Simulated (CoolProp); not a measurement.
A single-stage vapour-compression cycle with the fluid: evaporating at 212.15 K (dew point), condensing at 240.15 K (bubble point), superheat 5 K, subcooling 5 K, compressor efficiency 0.85, no pressure losses. The same conditions are run with several fluids, on thermodynamics alone (safety and materials aside).

The numbers come from the reference Helmholtz-energy equation of state of each fluid (hydrogen chloride: Thol 2018; R134a: Tillner-Roth 1994; R143a: Lemmon and Jacobsen 2000; R115: Lemmon 2016; R507A: Lemmon 2003; ammonia: Gao 2020) in CoolProp. Blends and air are pseudo-pure fits.

| fluid | cooling COP | pressure ratio | discharge temperature (K) | refrigerating effect (kJ/kg) | volumetric capacity (kJ/m³) |
|---|---|---|---|---|---|
| hydrogen chloride | 5.57 | 2.92 | 304.9 | 381 | 2740 |
| R134a | 5.97 | 4.90 | 267.6 | 213 | 182 |
| R143a | 5.94 | 3.78 | 263.9 | 209 | 504 |
| R115 | 5.95 | 3.90 | 250.3 | 115 | 341 |
| R507A | 5.93 | 3.89 | 261.0 | 181 | 491 |
| ammonia | 5.55 | 5.04 | 335.6 | 1360 | 264 |
